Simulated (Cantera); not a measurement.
Charge: 1 mol TiC, 0.018 mol H2, at 2550 K and 31000 Pa.

Cantera equilibrium calculation (NASA polynomials, part measured and part estimated; ideal gas, pure solids and liquids). Candidate condensed phases: C, C6H6, C7H8, C8H18, Ti, TiC; 77 gas species. TiC: taken at fixed stoichiometry. Equilibrium is a limit: real reactors are often held back by kinetics, nucleation or transport.

Base state: H2 0.945, H 0.0545, Ti 0.000139, C2H2 (acetylene) 6.60e-5 (mole fractions); condensed: TiC(s).

**Question.** What changes in the equilibrium state with this change: temperature from 2550 K to 1648 K?

**Answer.** 
```csv
species,before,after
H2,0.945,1.000
H,0.0545,0.000160
Ti,0.000139,1.60e-8
C2H2 (acetylene),6.60e-5,<1e-9
"TiC(s), mol",1.000,1.00
```
